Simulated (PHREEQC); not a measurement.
Consider water at 20 °C with 0.0075 mol/kgw CuSO4, 0.037 mol/kgw ZnCl2, 0.00062 mol/kgw H2SO4 and 0.00013 mol/kgw Na2SO4. Closed to the air; pH follows from the charge balance.

Equilibrium calculation in PHREEQC: ion-association model, phreeqc.dat.

| quantity | before | after |
|---|---|---|
| pH | 3.04 | 2.36 |
| ionic strength (mol/kgw) | 0.122 | 0.125 |
| Zn+2 (mol/kgw) | 0.0317 | 0.0311 |
| SO4-2 (mol/kgw) | 0.00388 | 0.00479 |
| ZnSO4 (mol/kgw) | 0.00336 | 0.00401 |
| SI of Halite (NaCl) | -6.53 | -6.53 |
| SI of Zn(OH)2(e) (Zn(OH)2) | -7.36 | -8.75 |

### Question
What was changed between the two runs?
A) 0.069 mol/kgw HBr added
B) diluted 2-fold with water
C) diluted 100-fold with water
D) H2SO4 from 0.00062 to 0.0031 mol/kgw

### Answer
D, H2SO4 from 0.00062 to 0.0031 mol/kgw

No solid was allowed to form.
